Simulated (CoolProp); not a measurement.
CH3F (R41) at several states: density (kg/m³) from the reference equation and from simpler models built on Tc = 44.1 °C, pc = 5.906 MPa, ω = 0.200; each cubic takes its own stable root.

Values from CoolProp's reference Helmholtz-energy equation of state, Lemmon 2006. It is a short technical equation, of lower accuracy than the large ones.

```
T (°C)   p (MPa)          phase  reference
-------  -------  -------------  ---------
-87.55     0.105         liquid      900.1
-125.15     1.27         liquid      973.7
149.05       6.7  supercritical      77.95
-100.75     2.02         liquid      928.4
-120.45     1.04         liquid      964.8
```

Q: How far does each simpler model (van der Waals, Redlich-Kwong, Soave-Redlich-Kwong, Peng-Robinson) lie from the reference over these 5 states: mean and median of the absolute difference, and the worst?

A: 
- van der Waals: mean 48.8 %, median 47.6 %, worst -99.7 % at -87.55 °C and 0.105 MPa
- Redlich-Kwong: mean 17.8 %, median 22.2 %, worst -22.3 % at -87.55 °C and 0.105 MPa
- Soave-Redlich-Kwong: mean 17.6 %, median 20.8 %, worst -21.4 % at -125.15 °C and 1.27 MPa
- Peng-Robinson: mean 9.1 %, median 10.8 %, worst -11.6 % at -125.15 °C and 1.27 MPa

At some of these states van der Waals gives the other phase, because its saturation line lies elsewhere.
